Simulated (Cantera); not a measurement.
**Ignition delay**

Mixture: 4.03 % CH4, 20.2 % O2, 75.8 % N2, at 1.01 bar, adiabatic and at constant volume. Ignition delay is the time to a rise of 400 K.

Model: GRI-Mech 3.0 (53 species, 325 reactions), integrated in Cantera.

```
T0 (K)  delay (ms)
------  ----------
1275          9.82
1350          3.90
1425          1.72
1500         0.843
1575         0.454
1650         0.263
1725         0.162
```

| Quantity | Value |
|---|---|
| apparent activation energy between 1575 and 1725 K | 160 kJ/mol |
